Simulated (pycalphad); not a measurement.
An equivalent pycalphad script:

```python
from pycalphad import Database, equilibrium, calculate, variables as v
import numpy as np
db = Database('COST507.tdb')
comps = ['SI', 'AL', 'VA']
phases = ['DIAMOND_A4', 'FCC_A1', 'LIQUID']
eq = equilibrium(db, comps, phases, {v.X('AL'): 0.156, v.T: np.arange(1850, 499, -50), v.P: 101325, v.N: 1}, output=['HM', 'SM'])
```

CALPHAD calculation (pycalphad, COST 507 light-alloy database (1999)), 1 atm. The database dates from 1999; later assessments differ in places, in temperatures and in the compounds included. Amounts are mole fractions of atoms.

Results at three of the temperatures:

```
T = 1700.00 K, P = 101325 Pa, N = 1 mol of atoms
G = -81911 J/mol, H = 80357 J/mol, S = 95.45 J/(mol K)  (SER reference)
chemical potentials (J/mol): Si -71902, Al -136064
phase             fraction      x(Si)      x(Al)
LIQUID              1.0000     0.8440     0.1560
```

```
T = 1050.00 K, P = 101325 Pa, N = 1 mol of atoms
G = -35445 J/mol, H = 22733 J/mol, S = 55.41 J/(mol K)  (SER reference)
chemical potentials (J/mol): Si -32780, Al -49859
phase             fraction      x(Si)      x(Al)
DIAMOND_A4          0.7899     1.0000   1.11e-05
LIQUID              0.2101     0.2577     0.7423
```

```
T = 700.00 K, P = 101325 Pa, N = 1 mol of atoms
G = -18640 J/mol, H = 9533 J/mol, S = 40.25 J/(mol K)  (SER reference)
chemical potentials (J/mol): Si -17484, Al -24892
phase             fraction      x(Si)      x(Al)
DIAMOND_A4          0.8435     1.0000   2.92e-08
FCC_A1              0.1565     0.0035     0.9965
```

Changes of the phase set, refined by bisection:

```csv
T (°C),phases above,phases below
1334.7,liquid,diamond (Si) + liquid
577.0,diamond (Si) + liquid,diamond (Si) + fcc
```

FCC_A1 is fcc; DIAMOND_A4 is diamond (Si).
